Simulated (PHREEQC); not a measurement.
KOH is added in steps, without added water, to 1 kg of water holding 0.018 mol/kgw CdSO4, at 25 °C. Oxygen alone is held at its pressure in air (log pO2 = -0.68). No CO2 enters from the air. Solids allowed: Cd(OH)2. Others were left out.

Base run: PHREEQC, ion-association model, wateq4f.dat. Each further column changes one thing. The table gives Cd+2 (mol/kgw).

| KOH added (mol) | base | Debye-Hückel limiting law | Davies equation for every ion | metal-ligand complexes left out |
|---|---|---|---|---|
| 0 | 0.0105 | ? | 0.0105 | 0.0180 |
| 0.0038 | 0.00917 | 0.0108 | 0.00922 | ? |
| 0.0076 | 0.00790 | 0.00937 | 0.00795 | 0.0142 |
| 0.0114 | 0.00669 | ? | 0.00674 | 0.0123 |
| 0.0152 | 0.00553 | ? | 0.00557 | 0.0104 |
| 0.019 | 0.00441 | 0.00538 | 0.00444 | 0.00847 |
| 0.0228 | 0.00334 | 0.00412 | 0.00337 | 0.00658 |
| 0.0266 | 0.00232 | 0.00289 | 0.00234 | 0.00468 |
| 0.0304 | 0.00135 | 0.00170 | 0.00136 | ? |
| 0.0342 | 0.000424 | ? | 0.000428 | 0.000895 |
| 0.038 | 3.81e-9 | 5.68e-9 | 3.72e-9 | 3.93e-9 |

Problem. What belongs in the gaps?

Solution. 
- 0, Debye-Hückel limiting law: 0.0122
- 0.0038, metal-ligand complexes left out: 0.0161
- 0.0114, Debye-Hückel limiting law: 0.00800
- 0.0152, Debye-Hückel limiting law: 0.00667
- 0.0304, metal-ligand complexes left out: 0.00279
- 0.0342, Debye-Hückel limiting law: 0.000539
